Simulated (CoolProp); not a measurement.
Vapour-liquid equilibrium of carbon monoxide (1) + methane (2) at 98.5 K; x and y are mole fractions of (1).

Values from CoolProp's multi-fluid Helmholtz-energy mixture model, Lemmon 2006 and Setzmann 1991; pair parameters Kunz 2012.

### Question
Give the bubble pressure and the first vapour's composition at x = 0.35, 0.5, 0.65. Is there an azeotrope?

### Answer
x = 0.35: 0.2237 MPa, y = 0.906; x = 0.5: 0.2933 MPa, y = 0.940; x = 0.65: 0.3512 MPa, y = 0.960. No azeotrope shows between x = 0.05 and 0.95.

Pair parameters are fitted to limited data, so mixtures are less certain than the pure fluids.
